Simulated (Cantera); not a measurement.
A Cantera script and its output.

```python
import numpy as np
import cantera as ct

gas = ct.Solution("gri30.yaml")
gas.TPX = 1398, 100000, {'N2O': 1, 'H2': 0.0086, 'N2': 6.3}
reactor = ct.IdealGasConstPressureReactor(gas, energy="off", clone=False)
net = ct.ReactorNet([reactor])
net.rtol, net.atol = 1e-08, 1e-18
show = ['N2O', 'H2', 'N2', 'O2', 'OH', 'H', 'H2O']
times = np.geomspace(9e-06, 200, 15)

steps = ct.SolutionArray(gas, extra=["t"])
rows = []
print(f"{'t/s':>10s}{'T/K':>9s}{'P/Pa':>11s}" + "".join(f"{s:>11s}" for s in show))
for t in times:
    while net.time < t:
        t_next = net.step()
        steps.append(gas.state, t=t_next)
    rows.append([np.interp(t, steps.t, y) for y in (steps.T, steps.P, *steps(*show).X.T)])
    print(f"{t:10.3e}{rows[-1][0]:9.1f}{rows[-1][1]:11.4g}" + "".join(f"{x:11.3e}" for x in rows[-1][2:]))
rate = np.gradient(steps.T, steps.t)
print("integrator steps:", len(steps.t))
if steps.T.max() > steps.T[0] + 200:
    print(f"time of steepest temperature rise: {steps.t[rate.argmax()]:.4e} s")
gas.TPX = 1398, 100000, {'N2O': 1, 'H2': 0.0086, 'N2': 6.3}
gas.equilibrate("TP")
print(f"equilibrium (TP): T = {gas.T:.1f} K  " + "  ".join(f"{s} {gas[s].X[0]:.3e}" for s in show))
```

Output:

```
       t/s      T/K       P/Pa        N2O         H2         N2         O2         OH          H        H2O
 9.000e-06   1398.0      1e+05  1.368e-01  1.176e-03  8.620e-01  1.159e-06  6.917e-07  1.709e-07  7.359e-08
 3.013e-05   1398.0      1e+05  1.368e-01  1.171e-03  8.620e-01  9.471e-06  6.078e-06  7.221e-07  2.412e-06
 1.009e-04   1398.0      1e+05  1.366e-01  1.111e-03  8.621e-01  5.234e-05  2.936e-05  2.366e-06  4.755e-05
 3.377e-04   1398.0      1e+05  1.357e-01  7.439e-04  8.627e-01  2.259e-04  5.905e-05  3.119e-06  3.980e-04
 1.131e-03   1398.0      1e+05  1.335e-01  1.813e-04  8.640e-01  8.730e-04  4.146e-05  6.899e-07  9.716e-04
 3.785e-03   1398.0      1e+05  1.279e-01  1.017e-05  8.666e-01  2.945e-03  2.242e-05  1.076e-07  1.151e-03
 1.267e-02   1398.0      1e+05  1.117e-01  1.035e-07  8.739e-01  9.153e-03  2.129e-05  8.276e-08  1.153e-03
 4.243e-02   1398.0      1e+05  7.295e-02  8.484e-08  8.915e-01  2.421e-02  2.026e-05  7.332e-08  1.132e-03
 1.420e-01   1398.0      1e+05  2.205e-02  5.181e-08  9.152e-01  4.467e-02  1.495e-05  3.448e-08  1.107e-03
 4.755e-01   1398.0      1e+05  1.238e-03  7.672e-09  9.256e-01  5.374e-02  5.205e-06  1.783e-09  1.100e-03
 1.592e+00   1398.0      1e+05  4.377e-07  2.087e-09  9.263e-01  5.434e-02  2.268e-06  2.181e-10  1.101e-03
 5.330e+00   1398.0      1e+05  1.278e-07  2.084e-09  9.263e-01  5.434e-02  2.266e-06  2.177e-10  1.101e-03
 1.784e+01   1398.0      1e+05  1.276e-07  2.084e-09  9.263e-01  5.436e-02  2.266e-06  2.176e-10  1.101e-03
 5.974e+01   1398.0      1e+05  1.269e-07  2.083e-09  9.263e-01  5.439e-02  2.267e-06  2.176e-10  1.101e-03
 2.000e+02   1398.0      1e+05  1.245e-07  2.081e-09  9.264e-01  5.450e-02  2.268e-06  2.175e-10  1.101e-03
integrator steps: 1647
equilibrium (TP): T = 1398.0 K  N2O 2.981e-08  H2 1.930e-09  N2 9.352e-01  O2 6.330e-02  OH 2.353e-06  H 2.093e-10  H2O 1.101e-03
```

Cantera simulation using GRI-Mech 3.0 (53 species, 325 reactions); the numbers are that mechanism's predictions, not measurements. GRI-Mech 3.0 was tuned for natural gas; its chemistry of N2O as a main component is partial and can be far from experiment. The mechanism lacks the step 2 NO + O2 → 2 NO2, which can matter for NO2 below about 1400 K. The temperature is held fixed by assumption; the heat of reaction is taken as removed at once.
